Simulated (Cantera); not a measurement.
A jet of 4.52 % CH₄, 14.4 % O₂, 81.1 % N₂ at 300 K and 0.0640 bar hits a platinum plate 3.2 cm away at a mass flux of 0.025 kg/m²/s; the plate temperature is set and raised in steps from an oxygen-covered start.

Computed with Cantera and Deutschmann's 1995 Pt surface mechanism with GRI-Mech 3.0 gas chemistry. Catalytic surfaces can have several steady states; this one follows from the mechanism file's or the stated starting coverage.

One state of this run: wall x CH₄ = 0.0104; wall x O₂ = 0.0698; wall x H₂O = 0.0644; wall x OH = 1.79e-6; wall x CO = 1.45e-5; wall x CO₂ = 0.0425; θ free Pt = 0.520; θ O* = 0.479; θ OH* = 0.00105. x: mole fraction at the wall; θ: surface coverage.

Question: Which value of plate T (K) does it belong to?
A. 1100
B. 950
C. 900
D. 1050

Answer: A, 1100
